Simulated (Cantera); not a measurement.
An isothermal plug-flow reactor at 825 K and 1.70 bar (inlet), inlet velocity 0.36 m/s, active area per volume 730 1/m; feed CH4 : O2 : N2 = 0.0065 : 0.051 : 0.79 (molar parts).

Detailed kinetics in Cantera: Deutschmann's 1995 Pt surface mechanism with GRI-Mech 3.0 gas chemistry. Catalytic surfaces can have several steady states; this one follows from the mechanism file's or the stated starting coverage. Mass transfer to the wall is taken as infinitely fast.

Task: Predict: x(CH4) at z = 0.061 m; x(O2) at z = 0.061 m; x(H2O) at z = 0.061 m; x(CO2) at z = 0.061 m; x(CO) at z = 0.061 m; θ(free Pt) at the exit; θ(O*) at the exit; θ(OH*) at the exit.

Result: 
| Item | Value |
|---|---|
| x(CH4) at z = 0.061 m | 0.00550 |
| x(O2) at z = 0.061 m | 0.0558 |
| x(H2O) at z = 0.061 m | 0.00434 |
| x(CO2) at z = 0.061 m | 0.00217 |
| x(CO) at z = 0.061 m | 9.22e-7 |
| θ(free Pt) at the exit | 0.0507 |
| θ(O*) at the exit | 0.948 |
| θ(OH*) at the exit | 0.00177 |
